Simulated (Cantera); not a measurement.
NO annealing gas

An isothermal, constant-pressure homogeneous reactor starts with NO : N2 = 1 : 4.7 (molar parts), at 1975 K and 0.450 bar.

Detailed kinetics in Cantera: GRI-Mech 3.0 (53 species, 325 reactions).

```csv
t (s),x NO,x O2,x NO2,x N2,x N2O,x O
7.00e-5,0.175,3.34e-9,8.70e-8,0.825,9.07e-7,8.80e-7
0.000310,0.175,6.44e-8,1.07e-6,0.825,3.60e-6,3.60e-6
0.00137,0.175,1.85e-6,7.98e-6,0.825,1.04e-5,1.70e-5
0.00605,0.175,5.78e-5,2.35e-5,0.825,1.41e-5,4.61e-5
0.0268,0.174,0.000434,2.57e-5,0.825,1.40e-5,5.03e-5
0.118,0.171,0.00213,3.09e-5,0.827,1.34e-5,6.07e-5
0.523,0.156,0.00982,4.47e-5,0.834,1.09e-5,9.39e-5
2.31,0.0969,0.0391,5.11e-5,0.864,4.20e-6,0.000168
10.2,0.0159,0.0796,1.18e-5,0.904,2.89e-7,0.000234
45.2,0.00492,0.0851,3.78e-6,0.910,1.99e-7,0.000241
200,0.00491,0.0851,3.77e-6,0.910,1.99e-7,0.000241
```
x: mole fraction; the columns are a selection and need not sum to one.

Equilibrium at this temperature and pressure: NO 0.00491, O2 0.0851, NO2 3.77e-6, N2 0.910, N2O 1.99e-7, O 0.000241 (gas phase only).
